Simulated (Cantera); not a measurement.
Cantera run, input and output.

```python
import numpy as np
import cantera as ct

gas = ct.Solution("gri30.yaml")
gas.TPX = 1000, 370, {'H2': 0.015, 'O2': 1}
reactor = ct.IdealGasConstPressureReactor(gas, energy="off", clone=False)
net = ct.ReactorNet([reactor])
net.rtol, net.atol = 1e-08, 1e-18
show = ['H2', 'O2', 'O', 'H', 'HO2']
times = np.geomspace(0.0005, 100, 9)

steps = ct.SolutionArray(gas, extra=["t"])
rows = []
print(f"{'t/s':>10s}{'T/K':>9s}{'P/Pa':>11s}" + "".join(f"{s:>11s}" for s in show))
for t in times:
    while net.time < t:
        t_next = net.step()
        steps.append(gas.state, t=t_next)
    rows.append([np.interp(t, steps.t, y) for y in (steps.T, steps.P, *steps(*show).X.T)])
    print(f"{t:10.3e}{rows[-1][0]:9.1f}{rows[-1][1]:11.4g}" + "".join(f"{x:11.3e}" for x in rows[-1][2:]))
rate = np.gradient(steps.T, steps.t)
print("integrator steps:", len(steps.t))
if steps.T.max() > steps.T[0] + 200:
    print(f"time of steepest temperature rise: {steps.t[rate.argmax()]:.4e} s")
gas.TPX = 1000, 370, {'H2': 0.015, 'O2': 1}
gas.equilibrate("TP")
print(f"equilibrium (TP): T = {gas.T:.1f} K  " + "  ".join(f"{s} {gas[s].X[0]:.3e}" for s in show))
```

It prints:

```
       t/s      T/K       P/Pa         H2         O2          O          H        HO2
 5.000e-04   1000.0        370  1.478e-02  9.852e-01  7.646e-12  1.302e-11  1.963e-11
 2.299e-03   1000.0        370  1.478e-02  9.852e-01  1.018e-10  4.335e-11  9.056e-11
 1.057e-02   1000.0        370  1.478e-02  9.852e-01  4.471e-09  1.069e-09  4.364e-10
 4.862e-02   1000.0        370  1.112e-02  9.823e-01  2.095e-03  7.312e-04  1.065e-06
 2.236e-01   1000.0        370  7.824e-05  9.762e-01  8.242e-03  9.987e-04  7.842e-07
 1.028e+00   1000.0        370  2.628e-05  9.822e-01  2.750e-03  1.913e-04  5.159e-07
 4.729e+00   1000.0        370  2.680e-06  9.848e-01  2.871e-04  6.428e-06  1.682e-07
 2.175e+01   1000.0        370  1.667e-07  9.851e-01  1.856e-05  1.060e-07  2.744e-08
 1.000e+02   1000.0        370  1.321e-08  9.851e-01  1.515e-06  2.476e-09  3.418e-09
integrator steps: 1628
equilibrium (TP): T = 1000.0 K  H2 2.169e-11  O2 9.851e-01  O 2.582e-09  H 1.749e-13  HO2 2.824e-10
```

Computed with Cantera and GRI-Mech 3.0 (53 species, 325 reactions). Radical loss at walls, strong at low pressure, is not modelled.
